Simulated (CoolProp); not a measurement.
Vapour-liquid equilibrium of n-perfluoropentane (1) + n-pentane (2) at 337.4 K; x and y are mole fractions of (1).

Values from CoolProp's multi-fluid Helmholtz-energy mixture model, Gao 2022 and Thol 2019; pair parameters Bell 2016.

Give the bubble pressure and the first vapour's composition at x = 0.15, 0.25, 0.55. Is there an azeotrope?

x = 0.15: 379.4 kPa, y = 0.405; x = 0.25: 404.4 kPa, y = 0.463; x = 0.55: 419.0 kPa, y = 0.538. y crosses x between x = 0.45 and 0.55: the model has an azeotrope there.

The pair parameters rest on a limited set of measurements; away from them the model extrapolates. With so large a gap from Raoult's law the liquid may split in two, which this calculation doesn't test in full.
